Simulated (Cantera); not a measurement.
A closed system holds: 1 mol C₆H₆, 0.026 mol O₂, 1.4 mol N₂, equilibrated at 1500 °C and 0.00133 bar.

These are equilibrium values from Cantera (NASA tables, ideal gas, pure condensed phases), not measurements of a reactor. Candidate condensed phases: C, C₆H₆, C₇H₈, C₈H₁₈, H₂O; 136 gas species. Equilibrium is a limit: real reactors are often held back by kinetics, nucleation or transport.

Base state: H₂ 0.667, N₂ 0.312, CO 0.0116, H 0.00637, HCN 0.00245, C₂H₂ (acetylene) 9.35e-5, HNC 8.76e-5 (mole fractions); condensed: C(graphite).

Problem. What changes in the equilibrium state with this change: temperature from 1500 °C to 1152 °C?

Solution. 
```
species            before     after
----------------  -------  --------
H₂                  0.667     0.674
N₂                  0.312     0.314
CO                 0.0116    0.0117
H                 0.00637  0.000153
HCN               0.00245  0.000279
C₂H₂ (acetylene)  9.35e-5   2.37e-6
HNC               8.76e-5   3.64e-6
C(graphite), mol     5.94      5.95
```

Problem. What changes in the equilibrium state with this change: O₂ from 0.026 to 0.092 mol?

Solution. 
```
species            before    after
----------------  -------  -------
H₂                  0.667    0.648
N₂                  0.312    0.303
CO                 0.0116   0.0400
C₂H₂ (acetylene)  9.35e-5  9.08e-5
HNC               8.76e-5  8.51e-5
HCN               0.00245  0.00238
H                 0.00637  0.00628
C(graphite), mol     5.94     5.80
```
